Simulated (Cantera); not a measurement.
Feed: 1 mol LiOH, 14 mol O2, equilibrated at 0.0133 bar.

Equilibrium computed with Cantera from the NASA thermochemical tables; the gas is ideal and each condensed phase is pure. Candidate condensed phases: H2O, Li, LiH, LiOH, Li2O; 17 gas species. The numbers say what is thermodynamically allowed, not how fast it happens. All values below are at 1925 K.

Base state: O2 0.928, LiOH 0.0551, H2O 0.00492, Li 0.00363, Li2O 0.00322, O 0.00307, OH 0.00132, LiO 0.000965 (mole fractions); condensed: gas only.

Q: What changes in the equilibrium state with this change: LiOH replaced by MgSO4?

A: 
```tsv
species	before	after
O2	0.928	0.933
SO2	0	0.0643
O	0.00307	0.00308
LiOH	0.0551	0
H2O	0.00492	0
Li	0.00363	0
Li2O	0.00322	0
OH	0.00132	0
LiO	0.000965	0
Li2O2	8.49e-5	0
MgO(s), mol	0	1.000
```
Further candidate phases: Mg, MgO, MgS, MgSO4, S.
